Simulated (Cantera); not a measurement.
Input: 1 mol Fe2O3, 5 mol H2, held at 0.00520 bar.

Equilibrium computed with Cantera from the NASA thermochemical tables; the gas is ideal and each condensed phase is pure. Candidate condensed phases: Fe, FeO, Fe(OH)2, Fe(OH)3, Fe2O3, Fe3O4, H2O; 12 gas species. Mutual solubility and eutectic melting of coexisting phases are not modelled. The tables' stoichiometric FeO is somewhat more stable than real wüstite, so its field is too wide. FeO: taken at fixed stoichiometry. Kinetics and transport are ignored.

### Question
Which condensed phases are stable at each of these points (T (K)): 948, 998, 1048, 1098, 1148, 1198, 1248?

### Answer
```csv
T (K),condensed phases,Fe condensed (%)
948,FeO(s),100.0
998,FeO(s),100.0
1048,FeO(s),100.0
1098,FeO(s),100.0
1148,Fe(α) + FeO(s),100.0
1198,Fe(γ) + FeO(s),100.0
1248,Fe(γ) + FeO(s),100.0
```

From 948 K to 1098 K the condensed part is FeO(s). At 1148 K the condensed part is Fe(α) + FeO(s). From 1198 K to 1248 K the condensed part is Fe(γ) + FeO(s).
